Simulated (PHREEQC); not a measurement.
Dissolve 6.2 mmol/kgw TMAH at 25 °C. Closed to the air; pH follows from the charge balance.

Model: ion-association model, phreeqc.dat, run in PHREEQC.

This is a speciation only: nothing precipitates in the calculation.

Estimate the pH.

pH 11.75.

Species that the database lacks are ignored. (CH3)4N+ isn't in the database: it is added as a free cation with an ion size of 4 Å.
